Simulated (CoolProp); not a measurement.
The fluid at 506.38 K and 9.37 MPa flows at 5.2 m/s in a round tube of 2 mm bore and 45 µm roughness, fully developed (64/Re and Nu = 3.66 if laminar; Colebrook and Gnielinski if turbulent). The same conditions are run with several fluids, on thermodynamics alone (safety and materials aside).

Model: reference Helmholtz-energy equation of state of each fluid (isobutane: Bücker 2006; ethane: Bücker 2006; propylene: Lemmon 2013; sulfur hexafluoride: Guder 2009; methane: Setzmann 1991), in CoolProp.

```tsv
fluid	Reynolds number	Darcy friction factor	pressure drop (Pa/m)	heat-transfer coefficient (W/(m² K))	mass flow (kg/h)
isobutane	86600	0.0513	73300	18900	12.4
ethane	43200	0.0517	25800	7780	4.33
propylene	59300	0.0515	41400	10800	6.99
sulfur hexafluoride	120000	0.0512	125000	13200	21.3
methane	20200	0.0527	12600	4270	2.08
```

Transport values come from each fluid's own correlations; those of propylene are estimates that may be off by 10 % or more.
